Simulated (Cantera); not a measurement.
A Cantera script and its output.

```python
import numpy as np
import cantera as ct

gas = ct.Solution("gri30.yaml")
gas.TPX = 1173, 190000, {'N2O': 1}
inlet = ct.Reservoir(gas, clone=True)

reactor = ct.IdealGasConstPressureReactor(gas, energy="off", clone=False)
exhaust = ct.Reservoir(gas, clone=True)
tau = [1.6, 0.83, 0.43, 0.22, 0.11, 0.059, 0.03, 0.016, 0.008, 0.0041][0]
for a, b in ((inlet, reactor), (reactor, exhaust)):
    ct.MassFlowController(a, b, mdot=lambda t: reactor.mass / tau)
net = ct.ReactorNet([reactor])
show = ['N2O', 'NO2', 'N2', 'O', 'NO']

rows = []
print(f"{'tau/s':>10s}{'T/K':>9s}" + "".join(f"{s:>11s}" for s in show))
for tau in [1.6, 0.83, 0.43, 0.22, 0.11, 0.059, 0.03, 0.016, 0.008, 0.0041]:
    net.initial_time = 0.0
    net.advance(30 * tau)
    before = gas.X
    net.advance(40 * tau)
    drift = np.max(np.abs(gas.X - before) / (gas.X + 1e-9))
    rows.append([gas.T, *gas[show].X, drift])
    print(f"{tau:10.3e}{gas.T:9.1f}" + "".join(f"{x:11.3e}" for x in gas[show].X))
```

It prints:

```
     tau/s      T/K        N2O        NO2         N2          O         NO
 1.600e+00   1173.0  4.579e-01  5.499e-04  3.489e-01  6.285e-07  2.475e-02
 8.300e-01   1173.0  6.036e-01  4.426e-04  2.541e-01  7.463e-07  2.010e-02
 4.300e-01   1173.0  7.353e-01  3.142e-04  1.692e-01  8.511e-07  1.447e-02
 2.200e-01   1173.0  8.388e-01  1.964e-04  1.028e-01  9.342e-07  9.275e-03
 1.100e-01   1173.0  9.100e-01  1.081e-04  5.728e-02  9.923e-07  5.350e-03
 5.900e-02   1173.0  9.489e-01  5.790e-05  3.251e-02  1.024e-06  3.093e-03
 3.000e-02   1173.0  9.731e-01  2.677e-05  1.711e-02  1.044e-06  1.648e-03
 1.600e-02   1173.0  9.854e-01  1.185e-05  9.279e-03  1.054e-06  9.011e-04
 8.000e-03   1173.0  9.926e-01  4.276e-06  4.684e-03  1.059e-06  4.578e-04
 4.100e-03   1173.0  9.962e-01  1.424e-06  2.412e-03  1.061e-06  2.367e-04
```

Model: GRI-Mech 3.0 (53 species, 325 reactions), integrated in Cantera. GRI-Mech 3.0 was tuned for natural gas; its chemistry of N2O as a main component is partial and can be far from experiment. The mechanism lacks the step 2 NO + O2 → 2 NO2, which can matter for NO2 below about 1400 K. The temperature is held fixed by assumption; the heat of reaction is taken as removed at once.
